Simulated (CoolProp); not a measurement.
Aqueous ammonia as a coolant, 26 % by mass, freezing at -60.3 °C, 1 atm.

Model: Melinder's fits for secondary coolants, in CoolProp.

```tsv
T (°C)	density (kg/m³)	cp (kJ/(kg K))	conductivity (W/(m K))	viscosity (mPa s)
-35.2	929.9	?	0.361	9.91
-30.2	928.2	4.292	0.370	7.56
-25.1	926.3	4.280	0.379	5.87
-20.1	924.3	4.270	0.388	4.68
-15.1	922.1	4.261	0.397	3.80
-10.1	919.9	4.254	0.406	3.14
-5.1	?	4.248	0.415	2.63
-0	914.9	4.243	0.424	2.23
5	912.3	4.238	0.433	?
10	?	4.234	0.441	1.66
15	906.7	4.231	0.450	?
20	903.8	4.227	0.458	1.27
```

Problem. Complete the blanks.

Solution. 
- -35.2, cp (kJ/(kg K)): 4.307
- -5.1, density (kg/m³): 917.5
- 5, viscosity (mPa s): 1.91
- 10, density (kg/m³): 909.5
- 15, viscosity (mPa s): 1.44
